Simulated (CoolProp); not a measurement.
R236FA at 344.52 K and 0.415 MPa is throttled through a valve to 0.235 MPa with no heat exchange. Each further row changes one setting.

Values from CoolProp's reference Helmholtz-energy equation of state, Pan 2012.

| case | temperature change (K) | final density (kg/m³) |
|---|---|---|
| as stated | -2.8 | 13.2 |
| outlet pressure 0.0705 MPa | -5.3 | 3.85 |
| outlet pressure 0.305 MPa | -1.7 | 17.3 |
